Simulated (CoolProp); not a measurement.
n-hexane along the isotherm 261.55 °C: fugacity coefficient from the reference equation and from simpler models built on Tc = 234.7 °C, pc = 3044 kPa, ω = 0.300; each cubic takes its own stable root.

Computed with CoolProp (reference Helmholtz-energy equation of state, Thol 2019).

```csv
p (kPa),phase,reference,van der Waals,Peng-Robinson
127,gas,0.9878,0.9891,0.9867
254,gas,0.9757,0.9782,0.9734
381,gas,0.9637,0.9673,0.9603
507,gas,0.9518,0.9566,0.9474
634,gas,0.9398,0.9457,0.9345
761,gas,0.9279,0.9349,0.9216
888,gas,0.9161,0.9241,0.9089
1010,gas,0.9048,0.9138,0.8968
1140,gas,0.8928,0.9027,0.8840
1270,gas,0.8809,0.8917,0.8712
1400,gas,0.8690,0.8807,0.8586
1520,gas,0.8580,0.8705,0.8470
```
